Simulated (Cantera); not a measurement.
A closed system holds: 1 mol Pb, a varied amount of N2, held at 0.0120 bar.

Cantera equilibrium calculation (NASA polynomials, part measured and part estimated; ideal gas, pure solids and liquids). Candidate condensed phases: Pb; 4 gas species. The numbers say what is thermodynamically allowed, not how fast it happens.

Q: What condenses at these points (T in K, n(N2) in mol): (750, 1.5); (1150, 0.24); (1250, 53); (1250, 1.5); (1450, 16)?

A: 
| T (K) | n(N2) in mol | condensed phases | Pb condensed (%) |
|---|---|---|---|
| 750 | 1.5 | Pb | 100.0 |
| 1150 | 0.24 | Pb | 99.4 |
| 1250 | 53 | gas only | 0.0 |
| 1250 | 1.5 | Pb | 81.2 |
| 1450 | 16 | gas only | 0.0 |
